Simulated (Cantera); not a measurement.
Standard-state values (1 bar) from the NASA 1993 polynomials, evaluated with Cantera. Values are per mole of reaction as written; species without (g) are pure solids or liquids, kept so even where they would boil at 1 bar.

**Question.** Between 300 and 2548 K, where is each reaction favourable under standard conditions?
- 2 C + O2(g) ⇌ 2 CO(g)
- 0.8 Ta + O2(g) ⇌ 0.4 Ta2O5
- 4 Al + O2(g) ⇌ 2 Al2O(g)

**Answer.** 
- 2 C + O2(g) ⇌ 2 CO(g): ΔG° is -275 kJ at 300 K and -663 kJ at 2548 K; it stays negative (K > 1). ΔH° is -247 kJ and ΔS° 163 J/K at 2548 K.
- 0.8 Ta + O2(g) ⇌ 0.4 Ta2O5: ΔG° is -764 kJ at 300 K and -409 kJ at 2548 K; it stays negative (K > 1). ΔH° is -728 kJ and ΔS° -126 J/K at 2548 K.
- 4 Al + O2(g) ⇌ 2 Al2O(g): ΔG° is -346 kJ at 300 K and -589 kJ at 2548 K; it stays negative (K > 1). ΔH° is -419 kJ and ΔS° 67 J/K at 2548 K.
